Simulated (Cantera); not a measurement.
Input: 1 mol Ta(OEt)₅, 2 mol CO₂, 240 mol H₂, equilibrated at 2698 K and 1 atm.

Method: chemical equilibrium by Gibbs-energy minimisation in Cantera with the NASA 1993 tables (ideal gas, pure condensed phases). Candidate condensed phases: C, C₆H₆, C₇H₈, C₈H₁₈, H₂O, Ta, TaC, Ta₂O₅; 113 gas species. The feed counts by its element totals alone. TaC: taken at fixed stoichiometry. Condensed phases not in the tables: Ta₂C. The numbers say what is thermodynamically allowed, not how fast it happens.

Base state: H₂ 0.909, H 0.0534, CO 0.0335, C₂H₂ (acetylene) 0.00364, CH₃ 3.90e-5, CH₄ 3.87e-5, C₂H 2.26e-5 (mole fractions); condensed: TaC(s).

Question: What changes in the equilibrium state with this change: CO₂ from 2 to 0.2 mol?

Answer: 
```csv
species,before,after
H₂,0.909,0.919
H,0.0534,0.0537
CO,0.0335,0.0204
C₂H₂ (acetylene),0.00364,0.00700
C₄H₂,6.04e-6,2.22e-5
C₂H₂ (vinylidene),5.26e-6,1.01e-5
"TaC(s), mol",1.00,1.00
```
